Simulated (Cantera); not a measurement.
## Thermodynamics of silicon oxide and oxynitride deposition, feed SiCl4 + NO

A closed system holds: 1 mol SiCl4, 28 mol NO, at 1400 Pa.

Equilibrium computed with Cantera from the NASA thermochemical tables; the gas is ideal and each condensed phase is pure. Candidate condensed phases: Si, SiO2, Si2N2O, Si3N4; 23 gas species. The tables hold silica as quartz up to 1696 K and as liquid above; real silica turns to tridymite and cristobalite and melts near 1996 K. Equilibrium is a limit: real reactors are often held back by kinetics, nucleation or transport.

From 302 °C to 502 °C the condensed part is SiO2(α-quartz). From 602 °C to 1402 °C the condensed part is SiO2(β-quartz). From 1502 °C to 1602 °C the condensed part is SiO2(condensed).

| T (°C) | x N2 | x O2 | x Cl | x Cl2 | x NO | n SiO2(α-quartz) | n SiO2(β-quartz) | n SiO2(condensed) |
|---|---|---|---|---|---|---|---|---|
| 302 | 0.483 | 0.448 | 1.49e-8 | 0.0690 | 1.06e-8 | 1.00 | 0 | 0 |
| 402 | 0.483 | 0.448 | 6.70e-7 | 0.0690 | 1.80e-7 | 1.00 | 0 | 0 |
| 502 | 0.483 | 0.448 | 1.14e-5 | 0.0690 | 1.47e-6 | 1.00 | 0 | 0 |
| 602 | 0.483 | 0.448 | 0.000102 | 0.0689 | 7.44e-6 | 0 | 1.00 | 0 |
| 702 | 0.483 | 0.448 | 0.000586 | 0.0687 | 2.70e-5 | 0 | 1.00 | 0 |
| 802 | 0.482 | 0.448 | 0.00243 | 0.0677 | 7.69e-5 | 0 | 1.00 | 0 |
| 902 | 0.481 | 0.446 | 0.00779 | 0.0648 | 0.000183 | 0 | 1.00 | 0 |
| 1002 | 0.478 | 0.444 | 0.0201 | 0.0582 | 0.000379 | 0 | 1.00 | 0 |
| 1102 | 0.472 | 0.438 | 0.0425 | 0.0462 | 0.000702 | 0 | 1.00 | 0 |
| 1202 | 0.465 | 0.431 | 0.0723 | 0.0302 | 0.00119 | 0 | 1.00 | 0 |
| 1302 | 0.458 | 0.425 | 0.0997 | 0.0156 | 0.00188 | 0 | 1.00 | 0 |
| 1402 | 0.453 | 0.421 | 0.116 | 0.00670 | 0.00283 | 0 | 1.000 | 0 |
| 1502 | 0.451 | 0.418 | 0.124 | 0.00273 | 0.00407 | 0 | 0 | 1.000 |
| 1602 | 0.449 | 0.416 | 0.127 | 0.00114 | 0.00564 | 0 | 0 | 1.000 |
x: gas mole fraction; n: condensed amount in mol.
